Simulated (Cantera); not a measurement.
A Cantera script and what it prints.

```python
import numpy as np
import cantera as ct

gas_names = [...]  # 116 gases of nasa_gas.yaml made of C, H, Mg, O
cond_names = """
    C(gr) C6H6(L) C7H8(L) C8H18(L),n-octa H2O(s) H2O(L) Mg(cr) Mg(L) MgCO3(s) MgO(s) MgO(L) MgO2H2(s)
""".split()


# ... load() reads the species with a 1 bar reference pressure and builds the phases ...
atoms = {
    'MgCO3': {'Mg': 1, 'C': 1, 'O': 3},
    'H2': {'H': 2},
    'CO2': {'C': 1, 'O': 2},
}
top_T = {'C(gr)': 4500}  # K; cautious upper limits of use, not melting points


# ... equilibrate(T, P, feed) seeds the gas with the atoms and calls Mixture.equilibrate('TP', solver="vcs", rtol=1e-11, max_steps=5000) ...
results = []
T = 573  # K
P = 110  # Pa
for m in [0.013, 0.019, 0.027, 0.039, 0.056, 0.08, 0.12, 0.17, 0.24, 0.34]:
    feed = {'MgCO3': 1, 'H2': m, 'CO2': 0.072}  # mol
    mix = equilibrate(T, P, feed)
    results.append((T, P, feed, dict(zip(mix.species_names, mix.species_moles))))
    x = sorted(zip(gas.X, gas.species_names), reverse=True)
    print(f"T = {T:g} K  P = {P:g} Pa  n(H2) = {m:g} mol  gas = {mix.phase_moles(0):.4g} mol")
    print("   x: " + "  ".join(f"{s} {v:.3e}" for v, s in x if v > 1e-06))
    print("   condensed (mol): " + ("  ".join(f"{mix.phase(i).name} {mix.phase_moles(i):.4g}"
          for i in range(1, mix.n_phases) if mix.phase_moles(i) > 1e-12) or "none"))
```

Output:

```
T = 573 K  P = 110 Pa  n(H2) = 0.013 mol  gas = 1.085 mol
   x: CO2 9.792e-01  H2O 8.771e-03  CO 8.769e-03  H2 3.210e-03
   condensed (mol): MgO(s) 1
T = 573 K  P = 110 Pa  n(H2) = 0.019 mol  gas = 1.091 mol
   x: CO2 9.709e-01  H2O 1.167e-02  CO 1.167e-02  H2 5.734e-03  CH4 3.411e-06
   condensed (mol): MgO(s) 1
T = 573 K  P = 110 Pa  n(H2) = 0.027 mol  gas = 1.099 mol
   x: CO2 9.605e-01  H2O 1.499e-02  CO 1.496e-02  H2 9.544e-03  CH4 1.571e-05
   condensed (mol): MgO(s) 1
T = 573 K  P = 110 Pa  n(H2) = 0.039 mol  gas = 1.109 mol
   x: CO2 9.479e-01  H2O 2.021e-02  CO 1.704e-02  H2 1.485e-02  CH4 4.997e-05
   condensed (mol): C(gr) 0.001705  MgO(s) 1
T = 573 K  P = 110 Pa  n(H2) = 0.056 mol  gas = 1.121 mol
   x: CO2 9.333e-01  H2O 2.858e-02  H2 2.116e-02  CO 1.691e-02  CH4 1.015e-04
   condensed (mol): C(gr) 0.006431  MgO(s) 1
T = 573 K  P = 110 Pa  n(H2) = 0.08 mol  gas = 1.139 mol
   x: CO2 9.132e-01  H2O 3.996e-02  H2 2.990e-02  CO 1.672e-02  CH4 2.027e-04
   condensed (mol): C(gr) 0.01299  MgO(s) 1
T = 573 K  P = 110 Pa  n(H2) = 0.12 mol  gas = 1.167 mol
   x: CO2 8.812e-01  H2O 5.785e-02  H2 4.407e-02  CO 1.643e-02  CH4 4.402e-04
   condensed (mol): C(gr) 0.02366  MgO(s) 1
T = 573 K  P = 110 Pa  n(H2) = 0.17 mol  gas = 1.203 mol
   x: CO2 8.435e-01  H2O 7.847e-02  H2 6.110e-02  CO 1.607e-02  CH4 8.461e-04
   condensed (mol): C(gr) 0.03653  MgO(s) 1
T = 573 K  P = 110 Pa  n(H2) = 0.24 mol  gas = 1.254 mol
   x: CO2 7.947e-01  H2O 1.044e-01  H2 8.376e-02  CO 1.560e-02  CH4 1.590e-03
   condensed (mol): C(gr) 0.0537  MgO(s) 1
T = 573 K  P = 110 Pa  n(H2) = 0.34 mol  gas = 1.328 mol
   x: CO2 7.319e-01  H2O 1.363e-01  H2 1.139e-01  CO 1.497e-02  CH4 2.942e-03
   condensed (mol): C(gr) 0.07662  MgO(s) 1
```

Method: chemical equilibrium by Gibbs-energy minimisation in Cantera with the NASA 1993 tables (ideal gas, pure condensed phases).
